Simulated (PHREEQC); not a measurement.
Dissolve 0.27 mol/kgw ZnCl2 at 25 °C. Closed to the air; pH follows from the charge balance.

Equilibrium calculation in PHREEQC: ion-association model, phreeqc.dat.

Question: The ionic strength comes out as 0.670 mol/kgw. What activity coefficients do H+, ZnCl3-, ZnOH+, ZnCl4-2, Zn+2 get?

Answer: H+ 0.76, ZnCl3- 0.63, ZnOH+ 0.75, ZnCl4-2 0.19, Zn+2 0.19.

No solid was allowed to form. Species that the database lacks are ignored.
